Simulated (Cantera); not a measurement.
Feed: 1 mol CH₃SiH₃, 0.98 mol C₂H₄, 2.2 mol H₂, at 975 °C and 0.160 bar.

These are equilibrium values from Cantera (NASA tables, ideal gas, pure condensed phases), not measurements of a reactor. Candidate condensed phases: C, C₆H₆, C₇H₈, C₈H₁₈, Si, SiC; 87 gas species. The feed counts by its element totals alone. Kinetics and transport are ignored.

Base state: H₂ 0.998, CH₄ 0.00178 (mole fractions); condensed: C(graphite) + SiC(s).

### Question
What changes in the equilibrium state with this change: CH₃SiH₃ replaced by SiF₄?

### Answer
```tsv
species	before	after
H₂	0.998	0.802
SiF₄	0	0.191
HF	0	0.00331
SiHF₃	0	0.00255
SiF₃	0	0.000722
SiH₂F₂	0	1.66e-5
CH₄	0.00178	0.00115
C(graphite), mol	1.95	1.95
SiC(s), mol	1.00	0
```
The tables' values for SiF₃ are old estimates; treat these amounts as uncertain.

### Question
What changes in the equilibrium state with this change: CH₃SiH₃ replaced by SiHCl₃?

### Answer
| species | before | after |
|---|---|---|
| H₂ | 0.998 | 0.637 |
| HCl | 0 | 0.309 |
| SiCl₄ | 0 | 0.0460 |
| SiHCl₃ | 0 | 0.00334 |
| SiCl₃ | 0 | 0.00232 |
| SiCl₂ | 0 | 0.000842 |
| SiH₂Cl₂ | 0 | 3.29e-5 |
| C(graphite), mol | 1.95 | 1.26 |
| SiC(s), mol | 1.00 | 0.692 |
The tables' values for SiCl₃ are old estimates; treat these amounts as uncertain.

### Question
What changes in the equilibrium state with this change: temperature from 975 °C to 752 °C?

### Answer
```csv
species,before,after
H₂,0.998,0.989
CH₄,0.00178,0.0115
"C(graphite), mol",1.95,1.88
"SiC(s), mol",1.00,1.00
```
